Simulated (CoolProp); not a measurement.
A single-stage vapour-compression cycle with the fluid: evaporating at 291.15 K (dew point), condensing at 325.15 K (bubble point), superheat 5 K, subcooling 0 K, compressor efficiency 0.7, no pressure losses. The same conditions are run with several fluids, on thermodynamics alone (safety and materials aside).

Model: reference Helmholtz-energy equation of state of each fluid (propyne: Polt 1992; R407C: Lemmon 2003; c-C4F8 (RC318): Platzer 1990; R21: Platzer 1990; R507A: Lemmon 2003; n-pentane: Thol 2019), in CoolProp. The equations of Platzer and Polt are older, rougher fits. Blends and air are pseudo-pure fits.

| fluid | cooling COP | pressure ratio | discharge temperature (K) | refrigerating effect (kJ/kg) | volumetric capacity (kJ/m³) |
|---|---|---|---|---|---|
| propyne | 5.21 | 2.52 | … | 401 | 3390 |
| R407C | 3.93 | 2.80 | 353.1 | 142 | … |
| c-C4F8 (RC318) | 4.56 | 2.75 | 325.1 | 72.5 | 1590 |
| R21 | 5.35 | 2.94 | … | 201 | … |
| R507A | … | 2.33 | 339.0 | … | 5090 |
| n-pentane | 5.24 | 3.24 | … | … | 472 |

Problem. Fill in the missing entries.

Solution. 
- propyne, discharge temperature (K): 351.9
- R407C, volumetric capacity (kJ/m³): 4860
- R21, discharge temperature (K): 361.0
- R21, volumetric capacity (kJ/m³): 1250
- R507A, cooling COP: 4.08
- R507A, refrigerating effect (kJ/kg): 94.6
- n-pentane, discharge temperature (K): 331.8
- n-pentane, refrigerating effect (kJ/kg): 300

The compression ends wet for: c-C4F8 (RC318).
